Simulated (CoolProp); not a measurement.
Vapour pressure (kPa) of R1234ze(E): the reference equation beside estimates from Tc = 109.4 °C, pc = 3635 kPa, ω = 0.313.

Model: reference Helmholtz-energy equation of state, Thol 2016, in CoolProp.

```
T (°C)   reference  Lee-Kesler  Redlich-Kwong  Soave-Redlich-Kwong  Peng-Robinson
------  ----------  ----------  -------------  -------------------  -------------
-19.45  (withheld)       98.53          198.2                98.63          99.15
-10.05       147.1       146.8          273.6                146.8          146.8
-0.55        212.2       212.6     (withheld)                212.4          211.5
8.85         296.5       297.9          485.0                297.8          295.4
18.35        405.6       408.2          626.2                408.7          404.4
27.75        541.3       545.0          792.1                546.8     (withheld)
37.25        710.7       715.3          988.4                719.6          710.0
46.65        914.8       920.0           1213                927.9     (withheld)
56.15         1163        1168           1473                 1181           1165
65.55         1455        1459           1765                 1478           1460
75.05         1803        1807     (withheld)           (withheld)           1812
```

Problem. Some entries are withheld; supply them.

Solution. 
- -19.45, reference: 99.24
- -0.55, Redlich-Kwong: 369.1
- 27.75, Peng-Robinson: 540.1
- 46.65, Peng-Robinson: 915.3
- 75.05, Redlich-Kwong: 2097
- 75.05, Soave-Redlich-Kwong: 1832

Absolute difference from the reference over all 11 rows, mean and median: Lee-Kesler 0.5 and 0.5 %, Redlich-Kwong 50.9 and 46.3 %, Soave-Redlich-Kwong 1.0 and 1.0 %, Peng-Robinson 0.2 and 0.2 %.
